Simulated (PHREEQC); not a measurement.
Dissolve 63 mmol/kgw NaHCO3, 4.1 mmol/kgw Na2SO4, 120 mmol/kgw LiCl and 5.6 mmol/kgw TMAH at 25 °C. Closed to the air; pH follows from the charge balance.

Equilibrium calculation in PHREEQC: ion-association model, wateq4f.dat.

**Question.** The ionic strength comes out as 0.201 mol/kgw. What activity coefficients do Na+, CO3-2, OH-, Cl-, NaCO3- get?

**Answer.** Na+ 0.74, CO3-2 0.31, OH- 0.71, Cl- 0.71, NaCO3- 0.75.

This is a speciation only: nothing precipitates in the calculation. Complexes and solids missing from the database can't appear. (CH3)4N+ isn't in the database: it is added as a free cation with an ion size of 4 Å.
